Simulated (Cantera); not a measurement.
A closed system holds: 1 mol CH₄, 0.13 mol O₂, equilibrated at 750 °C and 0.570 bar.

Cantera equilibrium calculation (NASA polynomials, part measured and part estimated; ideal gas, pure solids and liquids). Candidate condensed phases: C, C₆H₆, C₇H₈, C₈H₁₈, H₂O; 110 gas species. Equilibrium is a limit: real reactors are often held back by kinetics, nucleation or transport.

Base state: H₂ 0.851, CO 0.103, CH₄ 0.0310, H₂O 0.0136, CO₂ 0.00214 (mole fractions); condensed: C(graphite).

Task: What changes in the equilibrium state with this change: O₂ from 0.13 to 0.021 mol?

Result: 
| species | before | after |
|---|---|---|
| H₂ | 0.851 | 0.941 |
| CH₄ | 0.0310 | 0.0378 |
| CO | 0.103 | 0.0185 |
| H₂O | 0.0136 | 0.00272 |
| CO₂ | 0.00214 | 7.01e-5 |
| C(graphite), mol | 0.707 | 0.889 |
